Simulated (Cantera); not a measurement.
A closed system holds: 1 mol Al, 3 mol Cl₂, 2.6 mol N₂, held at 7.50 Torr.

Equilibrium computed with Cantera from the NASA thermochemical tables; the gas is ideal and each condensed phase is pure. Candidate condensed phases: Al, AlCl₃, AlN; 11 gas species. Rates play no part. All values below are at 1473 K.

Base state: N₂ 0.459, Cl 0.198, AlCl₃ 0.177, Cl₂ 0.166 (mole fractions); condensed: gas only.

Problem. What changes in the equilibrium state with this change: Cl₂ from 3 to 0.31 mol?

Solution. 
```json
[
 {"species": "N₂", "before": "0.459", "after": "0.908"},
 {"species": "AlCl₃", "before": "0.177", "after": "0.0774"},
 {"species": "AlCl₂", "before": "1.46e-6", "after": "0.00776"},
 {"species": "Cl", "before": "0.198", "after": "1.64e-5"},
 {"species": "Cl₂", "before": "0.166", "after": "1.14e-9"},
 {"species": "AlCl", "before": "<1e-9", "after": "0.00670"},
 {"species": "AlN(s), mol", "before": "0", "after": "0.776"}
]
```
The tables' values for AlCl₂ are old estimates; treat these amounts as uncertain.
